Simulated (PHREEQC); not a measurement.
Solution (55 °C): 0.019 mol/kgw CaCl2, 4.7e-05 mol/kgw NaHCO3 and 0.075 mol/kgw NaCl. Closed to the air; pH follows from the charge balance.

Model: ion-association model, phreeqc.dat, run in PHREEQC.

**Question.** The ionic strength comes out as 0.132 mol/kgw. What activity coefficients do Cl-, Ca+2, CaHCO3+, OH-, HCO3- get?

**Answer.** Cl- 0.73, Ca+2 0.34, CaHCO3+ 0.77, OH- 0.73, HCO3- 0.76.

No solid was allowed to form. Species that the database lacks are ignored. At this temperature some constants are extrapolated from 25 °C, and those without enthalpy data are left unchanged.
